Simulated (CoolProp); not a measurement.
Vapour-liquid equilibrium of propane (1) + R114 (2) at 0.569 MPa; x and y are mole fractions of (1).

Values from CoolProp's multi-fluid Helmholtz-energy mixture model, Lemmon 2009 and Platzer 1990; pair parameters Bell 2016. This equation is an older, rougher fit; its heat capacities, sound speeds and derivatives of the liquid may be far off and weren't checked against measurements.

### Question
Give the bubble temperature and the first vapour's composition at x = 0.05, 0.275, 0.8. Is there an azeotrope?

### Answer
x = 0.05: 326.2 K, y = 0.169; x = 0.275: 306.2 K, y = 0.603; x = 0.8: 284.6 K, y = 0.927. No azeotrope shows between x = 0.05 and 0.95.

Pair parameters are fitted to limited data, so mixtures are less certain than the pure fluids.
